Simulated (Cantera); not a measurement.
**Equilibrium for silicates and aluminates: SiO2 + MgO + O2**

Charge: 1 mol SiO2, 0.86 mol MgO, 0.14 mol O2, equilibrated at 875 K and 133 Pa.

These are equilibrium values from Cantera (NASA tables, ideal gas, pure condensed phases), not measurements of a reactor. Candidate condensed phases: Mg, MgO, MgSiO3, Mg2SiO4, Si, SiO2; 11 gas species. Condensed phases not in the tables: alloys, solid solutions and most ternary compounds. Rates play no part.

```json
{
  "x(O2)": "1.00",
  "n(MgSiO3(s))": "0.860 mol",
  "n(SiO2(β-quartz))": "0.140 mol",
  "gas_amount": "0.1400 mol",
  "log10 activity of Mg(s) (absent)": "-30.94",
  "log10 activity of Si(s) (absent)": "-42.02"
}
```
